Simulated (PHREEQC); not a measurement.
## Metal-bearing waste water

A solution holds 0.14 mol/kgw CuSO4, 0.0043 mol/kgw MgSO4, 0.0001 mol/kgw HCl and 0.00047 mol/kgw NaCl, at 25 °C. Closed to the air; pH follows from the charge balance.

All values are PHREEQC results (ion-association model, phreeqc.dat), not measurements.

| Property | Result |
|---|---|
| pH | 4.34 |
| ionic strength | 0.285 mol/kgw |
| specific conductance | 11200 µS/cm |
| density | 1.020 g/cm³ |
| total alkalinity | -0.100 meq/kg |

```
species     molality  activity   log γ
----------  --------  --------  ------
SO4-2         0.0709    0.0182  -0.591
CuSO4         0.0708    0.0756   0.028
Cu+2          0.0691    0.0204  -0.531
MgSO4        0.00241   0.00257   0.028
Mg+2         0.00189  0.000603  -0.497
Cl-         0.000540  0.000373  -0.161
Na+         0.000430  0.000315  -0.135
HSO4-       0.000109   8.02e-5  -0.134
H+           5.78e-5   4.54e-5  -0.106
NaSO4-       3.96e-5   2.87e-5  -0.140
Cu2(OH)2+2   3.01e-5   8.76e-6  -0.536
```

No solid was allowed to form.
